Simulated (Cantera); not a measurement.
An adiabatic, constant-pressure homogeneous reactor starts with CH₃OH : O₂ : N₂ = 1 : 1.15 : 4.34 (molar parts), equivalence ratio 1.3, at 975 K and 5.92 atm.

Cantera simulation using GRI-Mech 3.0 (53 species, 325 reactions); the numbers are that mechanism's predictions, not measurements. GRI-Mech 3.0 was tuned for natural gas; its chemistry of methanol as a main component is partial and can be far from experiment. Below about 1000 K GRI-Mech 3.0 lacks low-temperature oxidation paths.

Question: Predict: time of steepest temperature rise; temperature at 2.00 s; equilibrium temperature; x(O₂) at 2.00 s; x(NO) at 2.00 s; x(H₂) at 2.00 s; x(H₂O₂) at 2.00 s; x(HO₂) at 2.00 s.

Answer: 
| Property | Result |
|---|---|
| time of steepest temperature rise | 0.218 s |
| temperature at 2.00 s | 2553 K |
| equilibrium temperature | 2553 K |
| x(O₂) at 2.00 s | 0.000485 (gas-phase equilibrium 0.000485) |
| x(NO) at 2.00 s | 0.00105 (gas-phase equilibrium 0.00105) |
| x(H₂) at 2.00 s | 0.0334 (gas-phase equilibrium 0.0334) |
| x(H₂O₂) at 2.00 s | 9.98e-8 (gas-phase equilibrium 9.98e-8) |
| x(HO₂) at 2.00 s | 4.13e-7 (gas-phase equilibrium 4.13e-7) |
